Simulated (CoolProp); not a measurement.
Vapour-liquid equilibrium of R22 (1) + R123 (2) at 243 K; x and y are mole fractions of (1).

Computed with CoolProp (multi-fluid Helmholtz-energy mixture model, Kamei 1995 and Younglove 1994; pair parameters Bell 2016).

Problem. Give the bubble pressure and the first vapour's composition at x = 0.05, 0.2, 0.35. Is there an azeotrope?

Solution. x = 0.05: 14.09 kPa, y = 0.547; x = 0.2: 38.25 kPa, y = 0.858; x = 0.35: 63.27 kPa, y = 0.929. No azeotrope shows between x = 0.05 and 0.95.

The pair parameters rest on a limited set of measurements; away from them the model extrapolates. The gap from Raoult's law changes sign with composition, which may be real or a fault of the pair parameters; it wasn't checked against measurements.
